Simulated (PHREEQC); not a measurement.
Acid mine or pickling water: an equilibrium model

Model water analysis in mg/L, 80 °C, pH 2.91, pe 12.7: Na 262; K 0.577; Ca 30.6; Mg 3.43; Cl 28.7; S(6) as SO4 782; F 0.316; Al 17.1.

Valence states are taken as typed.

Computed with PHREEQC (ion-association model, phreeqc.dat).

Each row changes one thing in this solution. No solid was allowed to form.

```tsv
case	ionic strength (mol/kgw)	SO4-2 (mol/kgw)	HSO4- (mol/kgw)	Ca+2 (mol/kgw)	AlSO4+ (mol/kgw)	NaSO4- (mol/kgw)	SI of Gypsum (CaSO4:2H2O)	SI of Gibbsite (Al(OH)3)
as made	0.0203	0.00536	0.00168	0.000540	0.000475	0.000219	-1.32	-1.40
all concentrations times 4 at the same typed pH	0.0758	0.0210	0.00491	0.00174	0.00175	0.00226	-0.55	-1.30
Mg from 3.43 to 6.86 mg/L	0.0203	0.00531	0.00166	0.000542	0.000475	0.000217	-1.32	-1.39
```

Away from 25 °C the constants follow the database's enthalpies or fits; those with neither stay at their 25 °C values. Fluoro complexes past AlF4- and FeF3 are missing from the database.
